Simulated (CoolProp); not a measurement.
The numbers come from the reference Helmholtz-energy equation of state, Lemmon 2006 in CoolProp. It is a short technical equation, of lower accuracy than the large ones.

For isopentane, give the phase and the speed of sound (m/s), Prandtl number at 308.5 K and 0.0389 MPa; 308.5 K and 5.07 MPa.


- 308.5 K and 0.0389 MPa: gas; speed of sound 193, Prandtl number 0.799
- 308.5 K and 5.07 MPa: liquid; speed of sound 962, Prandtl number 4.24

Viscosity comes from a separate model (Chung 1988), a generic estimate that can be far off for the liquid and wasn't checked against measurements. Thermal conductivity comes from a separate model (Vassiliou 2015).
